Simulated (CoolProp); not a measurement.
Vapour-liquid equilibrium of dimethyl ether (1) + n-butane (2) at -44.35 °C; x and y are mole fractions of (1).

Computed with CoolProp (multi-fluid Helmholtz-energy mixture model, Wu 2011 and Bücker 2006; pair parameters Bell 2016).

```
x     bubble pressure (MPa)  y at the bubble point  dew pressure at overall composition x (MPa)  liquid density (mol/L)
----  ---------------------  ---------------------  -------------------------------------------  ----------------------
0.05                0.01625                  0.226                                      0.01376                   11.30
0.2                 0.02349                  0.537                                      0.01582                   11.89
0.35                0.02853                  0.671                                      0.01857                   12.55
0.5                 0.03215                  0.754                                      0.02235                   13.28
0.65                0.03493                  0.818                                      0.02764                   14.11
0.8                 0.03724                  0.883                                      0.03418                   15.05
0.95                0.03918                  0.965                                      0.03891                   16.13
```

No azeotrope shows between x = 0.05 and 0.95.

Pair parameters are fitted to limited data, so mixtures are less certain than the pure fluids.
